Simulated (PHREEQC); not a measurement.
A solution holds 5 mmol/kgw H3PO4, 13 mmol/kgw H2SO4 and 0.075 mmol/kgw H4SiO4, at 25 °C. Closed to the air; pH follows from the charge balance.

All values are PHREEQC results (ion-association model, wateq4f.dat), not measurements.

```json
[
 {"quantity": "pH", "before": "1.74", "after": "2.49"},
 {"quantity": "ionic strength (mol/kgw)", "before": "0.0268", "after": "0.00345"}
]
```

Task: Name the change that produced these shifts.
(A) H3PO4 left out
(B) H3PO4 replaced by (NH4)2HPO4 at the same molality
(C) H2SO4 left out
(D) diluted 5-fold with water
(E) H4SiO4 replaced by H2SiF6 at the same molality

Result: C, H2SO4 left out

No solid was allowed to form. H3PO4, which wateq4f.dat lacks, is added to it with the constant of phreeqc.dat.
